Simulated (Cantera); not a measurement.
An adiabatic, constant-volume homogeneous reactor starts with 8.53 % CH4, 17.1 % O2, 64.2 % N2, 10.2 % CO2, at 1425 K and 5.00 bar.

Model: GRI-Mech 3.0 (53 species, 325 reactions), integrated in Cantera.

x: mole fraction; the columns are a selection and need not sum to one.

| t (s) | T (K) | P (bar) | x CH4 | x O2 | x CO2 | x HCO | x CH2O | x H |
|---|---|---|---|---|---|---|---|---|
| 2.00e-6 | 1425 | 5.00 | 0.0853 | 0.171 | 0.102 | <1e-12 | 5.96e-9 | 1.92e-9 |
| 5.70e-6 | 1425 | 5.00 | 0.0853 | 0.171 | 0.102 | <1e-12 | 5.32e-8 | 2.45e-9 |
| 1.62e-5 | 1425 | 5.00 | 0.0853 | 0.171 | 0.102 | 3.23e-12 | 5.36e-7 | 4.47e-9 |
| 4.62e-5 | 1425 | 5.00 | 0.0853 | 0.171 | 0.102 | 5.62e-11 | 6.85e-6 | 1.48e-8 |
| 0.000132 | 1426 | 5.00 | 0.0851 | 0.171 | 0.102 | ? | ? | ? |
| 0.000375 | 1431 | 5.02 | 0.0839 | 0.170 | 0.102 | 1.29e-8 | 0.000515 | 2.08e-7 |
| 0.00107 | 2827 | 10.3 | <1e-12 | 0.0210 | 0.132 | 1.15e-7 | 1.57e-9 | 0.00249 |
| 0.00304 | 2818 | 10.2 | <1e-12 | 0.0194 | 0.132 | 1.14e-7 | 1.59e-9 | 0.00244 |
| 0.00866 | 2818 | 10.2 | <1e-12 | 0.0194 | 0.132 | 1.14e-7 | 1.59e-9 | 0.00244 |
| 0.0247 | 2818 | 10.2 | <1e-12 | 0.0194 | 0.132 | 1.14e-7 | 1.59e-9 | 0.00244 |
| 0.0702 | 2818 | 10.2 | <1e-12 | 0.0194 | 0.132 | 1.14e-7 | 1.59e-9 | 0.00244 |
| 0.200 | 2818 | 10.2 | <1e-12 | 0.0194 | 0.132 | 1.14e-7 | 1.59e-9 | 0.00244 |

Question: Some entries are withheld; supply them.

Answer: 
- 0.000132, x HCO: 1.14e-9
- 0.000132, x CH2O: 7.94e-5
- 0.000132, x H: 5.30e-8
